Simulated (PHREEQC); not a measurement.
Solution (20 °C): 0.13 mol/kgw NH3. Closed to the air; pH follows from the charge balance.

All values are PHREEQC results (ion-association model, wateq4f.dat), not measurements.

```yaml
pH: 11.34
ionic_strength: 0.00154 mol/kgw
total_alkalinity: 130 meq/kg
```

```
species  molality  activity   log γ
-------  --------  --------  ------
NH3         0.129     0.129   0.000
OH-       0.00154   0.00148  -0.019
NH4+      0.00154   0.00148  -0.019
```

Precipitation was switched off in this run. Species that the database lacks are ignored.
